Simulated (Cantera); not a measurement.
A Cantera script and what it prints.

```python
import numpy as np
import cantera as ct

gas_names = """
    CL CL2 H HCL H2 Si SiCL SiCL2 SiCL3 SiCL4 SiH SiHCL3 SiH2 SiH2CL2 SiH3 SiH3CL SiH4 Si2 Si3
""".split()
cond_names = """
    Si(cr) Si(L)
""".split()


# ... load() reads the species with a 1 bar reference pressure and builds the phases ...
atoms = {
    'Si': {'Si': 1},
    'HCl': {'H': 1, 'CL': 1},
}
top_T = {}  # K; cautious upper limits of use, not melting points


# ... equilibrate(T, P, feed) seeds the gas with the atoms and calls Mixture.equilibrate('TP', solver="vcs", rtol=1e-11, max_steps=5000) ...
results = []
feed = {'Si': 1, 'HCl': 3.3}  # mol
T = 473.15  # K
for P in [1, 4.2, 18, 75, 320, 1300, 5600, 24000, 100000]:
    mix = equilibrate(T, P, feed)
    results.append((T, P, feed, dict(zip(mix.species_names, mix.species_moles))))
    x = sorted(zip(gas.X, gas.species_names), reverse=True)
    print(f"T = {T:g} K  P = {P:g} Pa  gas = {mix.phase_moles(0):.4g} mol")
    print("   x: " + "  ".join(f"{s} {v:.3e}" for v, s in x if v > 1e-06))
    print("   condensed (mol): " + ("  ".join(f"{mix.phase(i).name} {mix.phase_moles(i):.4g}"
          for i in range(1, mix.n_phases) if mix.phase_moles(i) > 1e-12) or "none"))
```

Result:

```
T = 473.15 K  P = 1 Pa  gas = 2.47 mol
   x: H2 6.639e-01  SiCL4 3.278e-01  SiHCL3 8.303e-03  HCL 1.568e-05  SiH2CL2 6.351e-06
   condensed (mol): Si(cr) 0.1699
T = 473.15 K  P = 4.2 Pa  gas = 2.468 mol
   x: H2 6.627e-01  SiCL4 3.255e-01  SiHCL3 1.181e-02  SiH2CL2 1.295e-05  HCL 1.092e-05
   condensed (mol): Si(cr) 0.1677
T = 473.15 K  P = 18 Pa  gas = 2.465 mol
   x: H2 6.610e-01  SiCL4 3.221e-01  SiHCL3 1.684e-02  SiH2CL2 2.660e-05  HCL 7.564e-06
   condensed (mol): Si(cr) 0.1646
T = 473.15 K  P = 75 Pa  gas = 2.46 mol
   x: H2 6.587e-01  SiCL4 3.175e-01  SiHCL3 2.376e-02  SiH2CL2 5.371e-05  HCL 5.266e-06
   condensed (mol): Si(cr) 0.1603
T = 473.15 K  P = 320 Pa  gas = 2.454 mol
   x: H2 6.554e-01  SiCL4 3.109e-01  SiHCL3 3.354e-02  SiH2CL2 1.092e-04  HCL 3.636e-06
   condensed (mol): Si(cr) 0.1543
T = 473.15 K  P = 1300 Pa  gas = 2.446 mol
   x: H2 6.510e-01  SiCL4 3.023e-01  SiHCL3 4.646e-02  SiH2CL2 2.156e-04  HCL 2.534e-06
   condensed (mol): Si(cr) 0.1463
T = 473.15 K  P = 5600 Pa  gas = 2.435 mol
   x: H2 6.448e-01  SiCL4 2.901e-01  SiHCL3 6.460e-02  SiH2CL2 4.343e-04  HCL 1.733e-06
   condensed (mol): Si(cr) 0.1351
T = 473.15 K  P = 24000 Pa  gas = 2.42 mol
   x: H2 6.366e-01  SiCL4 2.741e-01  SiHCL3 8.848e-02  SiH2CL2 8.627e-04  SiH3CL 1.380e-06  HCL 1.180e-06
   condensed (mol): Si(cr) 0.1204
T = 473.15 K  P = 100000 Pa  gas = 2.402 mol
   x: H2 6.261e-01  SiCL4 2.539e-01  SiHCL3 1.184e-01  SiH2CL2 1.667e-03  SiH3CL 3.852e-06
   condensed (mol): Si(cr) 0.1019
```

Equilibrium computed with Cantera from the NASA thermochemical tables; the gas is ideal and each condensed phase is pure.
